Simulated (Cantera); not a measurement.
A closed system holds: 1 mol Si, 4.5 mol HCl, 4.4 mol H2, equilibrated at 1250 °C and 10000 Pa.

Cantera equilibrium calculation (NASA polynomials, part measured and part estimated; ideal gas, pure solids and liquids). Candidate condensed phases: Si; 19 gas species. The tables' values for SiCl3 are old estimates; treat these amounts as uncertain. Kinetics and transport are ignored.

Base state: H2 0.640, HCl 0.245, SiCl2 0.0834, SiCl3 0.0174, SiCl4 0.0108, SiHCl3 0.00318, SiH2Cl2 0.000150, H 5.85e-5 (mole fractions); condensed: gas only.

Problem. What changes in the equilibrium state with this change: temperature from 1250 °C to 700 °C?

Solution. 
| species | before | after |
|---|---|---|
| H2 | 0.640 | 0.802 |
| SiCl4 | 0.0108 | 0.119 |
| HCl | 0.245 | 0.0713 |
| SiCl2 | 0.0834 | 2.52e-5 |
| SiCl3 | 0.0174 | 0.000323 |
| H | 5.85e-5 | 3.06e-9 |
| Cl | 1.80e-5 | <1e-9 |

Problem. What changes in the equilibrium state with this change: temperature from 1250 °C to 1050 °C?

Solution. 
```json
[
 {"species": "H2", "before": "0.640", "after": "0.718"},
 {"species": "HCl", "before": "0.245", "after": "0.161"},
 {"species": "SiCl4", "before": "0.0108", "after": "0.0555"},
 {"species": "SiCl2", "before": "0.0834", "after": "0.0340"},
 {"species": "SiHCl3", "before": "0.00318", "after": "0.0126"},
 {"species": "SiCl3", "before": "0.0174", "after": "0.0186"},
 {"species": "Cl", "before": "1.80e-5", "after": "7.99e-7"},
 {"species": "H", "before": "5.85e-5", "after": "4.26e-6"},
 {"species": "SiH2Cl2", "before": "0.000150", "after": "0.000410"}
]
```
